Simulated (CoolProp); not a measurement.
Values from CoolProp's reference Helmholtz-energy equation of state, Lemmon 2006. It is a short technical equation, of lower accuracy than the large ones.

Problem. Give the vapour pressure (kPa), liquid density (kg/m³), liquid cp (kJ/(kg K)) of saturated acetone at 362.8 K.

Solution. 
| T (K) | p (kPa) | liquid density (kg/m³) | liquid cp (kJ/(kg K)) |
|---|---|---|---|
| 362.8 | 283 | 707 | 2.35 |
